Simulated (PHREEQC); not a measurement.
A solution holds 7 mmol/kgw PbCl2 and 13.5 mmol/kgw HNO3, at 20 °C. Closed to the air; pH follows from the charge balance.

The numbers come from PHREEQC with the ion-association model, wateq4f.dat.

This is a speciation only: nothing precipitates in the calculation.

Problem. Order these Pb species by the share of Pb that they hold, largest first: Pb+2, PbCl2, PbNO3+, PbCl+.

Solution. Pb+2 (75 %), PbCl+ (17 %), PbNO3+ (7.4 %), PbCl2 (0.27 %)

Problem. Order these Cl species by the share of Cl that they hold, largest first: PbCl2, PbCl+, Cl-.

Solution. Cl- (91 %), PbCl+ (8.7 %), PbCl2 (0.27 %)

The pH is 1.93 and the ionic strength 0.0310 mol/kgw.
